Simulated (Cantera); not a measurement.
What does this Cantera script print?

```python
import numpy as np
import cantera as ct

gas = ct.Solution("gri30.yaml")
gas.TPX = 1750, 88000, {'CH4': 1, 'O2': 4.88, 'N2': 18.3}
reactor = ct.IdealGasReactor(gas, energy="on", clone=False)
net = ct.ReactorNet([reactor])
net.rtol, net.atol = 1e-08, 1e-16
show = ['CH4', 'O2', 'NO', 'H2', 'CH2']
times = np.geomspace(1e-06, 0.2, 10)

steps = ct.SolutionArray(gas, extra=["t"])
rows = []
print(f"{'t/s':>10s}{'T/K':>9s}{'P/Pa':>11s}" + "".join(f"{s:>11s}" for s in show))
for t in times:
    while net.time < t:
        t_next = net.step()
        steps.append(gas.state, t=t_next)
    rows.append([np.interp(t, steps.t, y) for y in (steps.T, steps.P, *steps(*show).X.T)])
    print(f"{t:10.3e}{rows[-1][0]:9.1f}{rows[-1][1]:11.4g}" + "".join(f"{x:11.3e}" for x in rows[-1][2:]))
rate = np.gradient(steps.T, steps.t)
print("integrator steps:", len(steps.t))
if steps.T.max() > steps.T[0] + 200:
    print(f"time of steepest temperature rise: {steps.t[rate.argmax()]:.4e} s")
gas.TPX = 1750, 88000, {'CH4': 1, 'O2': 4.88, 'N2': 18.3}
gas.equilibrate("UV")
print(f"equilibrium (UV): T = {gas.T:.1f} K  " + "  ".join(f"{s} {gas[s].X[0]:.3e}" for s in show))
```

Output:

```
       t/s      T/K       P/Pa        CH4         O2         NO         H2        CH2
 1.000e-06   1750.0    8.8e+04  4.135e-02  2.018e-01  2.144e-14  2.230e-07  2.234e-12
 3.882e-06   1749.9    8.8e+04  4.135e-02  2.018e-01  2.882e-13  1.197e-06  3.571e-11
 1.507e-05   1749.8  8.799e+04  4.131e-02  2.018e-01  2.012e-12  5.701e-06  3.791e-10
 5.848e-05   1749.9  8.801e+04  4.090e-02  2.016e-01  2.368e-11  5.020e-05  1.445e-08
 2.270e-04   2462.1  1.266e+05  1.725e-18  1.129e-01  1.745e-04  3.583e-03  6.090e-17
 8.811e-04   2617.6  1.333e+05  1.601e-18  1.134e-01  2.758e-03  1.918e-03  3.415e-17
 3.420e-03   2605.8  1.326e+05  1.456e-18  1.100e-01  1.010e-02  1.860e-03  2.890e-17
 1.327e-02   2593.1  1.319e+05  1.310e-18  1.064e-01  1.785e-02  1.798e-03  2.400e-17
 5.153e-02   2592.0  1.318e+05  1.297e-18  1.061e-01  1.856e-02  1.793e-03  2.358e-17
 2.000e-01   2592.0  1.318e+05  1.297e-18  1.061e-01  1.856e-02  1.793e-03  2.358e-17
integrator steps: 1621
time of steepest temperature rise: 1.5853e-04 s
equilibrium (UV): T = 2592.0 K  CH4 1.922e-18  O2 1.061e-01  NO 1.856e-02  H2 1.793e-03  CH2 3.317e-17
```

Computed with Cantera and GRI-Mech 3.0 (53 species, 325 reactions).
